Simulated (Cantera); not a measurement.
A closed system holds: 1 mol Si, 6.7 mol NF3, 48 mol H2, equilibrated at 1250 K and 0.133 bar.

Method: chemical equilibrium by Gibbs-energy minimisation in Cantera with the NASA 1993 tables (ideal gas, pure condensed phases). Candidate condensed phases: Si, Si3N4; 37 gas species. Kinetics and transport are ignored.

Base state: H2 0.661, HF 0.267, N2 0.0555, SiF4 0.0166 (mole fractions); condensed: gas only.

Problem. What changes in the equilibrium state with this change: H2 from 48 to 0.1 mol?

Solution. 
| species | before | after |
|---|---|---|
| F | <1e-9 | 0.645 |
| N2 | 0.0555 | 0.181 |
| F2 | <1e-9 | 0.108 |
| H2 | 0.661 | <1e-9 |
| HF | 0.267 | 0.0108 |
| SiF4 | 0.0166 | 0.0542 |
| NF3 | <1e-9 | 3.77e-5 |
